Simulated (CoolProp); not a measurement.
A simple Rankine cycle with trans-2-butene: condensing at 293.15 K, boiler at 3.25 MPa, turbine inlet 417.8 K, turbine efficiency 0.75, pump efficiency 0.7, no recuperator. Each further row changes one setting.

Computed with CoolProp (reference Helmholtz-energy equation of state, Lemmon 2005). It is a short technical equation, of lower accuracy than the large ones.

| case | thermal efficiency (%) | net work (kJ/kg) | heat in (kJ/kg) | turbine exit temperature (K) | volume ratio over the turbine |
|---|---|---|---|---|---|
| as stated | 15.6 | 78.9 | 504 | 316.3 | 22.2 |
| turbine inlet 437.8 K | 16.2 | 92.5 | 573 | 347.7 | (withheld) |
| condensing temperature 285.15 K | 16.7 | (withheld) | 523 | 310.1 | 28.8 |
| boiler pressure 2.27 MPa | (withheld) | 82.5 | 557 | 344.2 | 12.3 |
| turbine efficiency 0.65 | 13.4 | 67.4 | 504 | 323.0 | (withheld) |

Q: Fill in the missing entries.

A: 
- turbine inlet 437.8 K, volume ratio over the turbine: 18.9
- condensing temperature 285.15 K, net work (kJ/kg): 87.3
- boiler pressure 2.27 MPa, thermal efficiency (%): 14.8
- turbine efficiency 0.65, volume ratio over the turbine: 22.7
